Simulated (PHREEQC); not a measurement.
Make-up at 25 °C: 0.0051 mol/kgw CaSO4 and 0.067 mol/kgw RbOH. Closed to the air; pH follows from the charge balance.

Equilibrium calculation in PHREEQC: ion-association model, wateq4f.dat.

The pH comes out as 12.71 and the ionic strength is 0.0827 mol/kgw. The total alkalinity comes out as 67.0 meq/kg.

```tsv
species	molality	activity	log γ
Rb+	0.0670	0.0531	-0.101
OH-	0.0656	0.0509	-0.110
SO4-2	0.00462	0.00183	-0.402
Ca+2	0.00323	0.00133	-0.385
CaOH+	0.00139	0.00112	-0.094
CaSO4	0.000478	0.000487	0.008
```

No solid was allowed to form.
